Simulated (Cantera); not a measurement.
Feed: 1 mol C2H6, 4.9 mol H2, at 2075 K and 3.50 bar.

Equilibrium computed with Cantera from the NASA thermochemical tables; the gas is ideal and each condensed phase is pure. Candidate condensed phases: C, C6H6, C7H8, C8H18; 76 gas species. The numbers say what is thermodynamically allowed, not how fast it happens.

Base state: H2 0.996, H 0.00142, C2H2 (acetylene) 0.00124, CH4 0.00122, CH3 3.40e-5, C2H4 1.94e-5 (mole fractions); condensed: C(graphite).

What changes in the equilibrium state with this change: pressure from 3.50 bar to 10.0 mbar?


```tsv
species	before	after
H2	0.996	0.973
H	0.00142	0.0263
C2H2 (acetylene)	0.00124	0.00121
CH4	0.00122	3.31e-6
C2H4	1.94e-5	5.28e-8
CH3	3.40e-5	1.75e-6
C(graphite), mol	1.97	1.98
```

What changes in the equilibrium state with this change: temperature from 2075 K to 1025 K?


```tsv
species	before	after
H2	0.996	0.825
CH4	0.00122	0.175
C2H4	1.94e-5	1.57e-6
H	0.00142	2.12e-9
C2H2 (acetylene)	0.00124	1.82e-9
CH3	3.40e-5	7.88e-9
C(graphite), mol	1.97	0.823
```
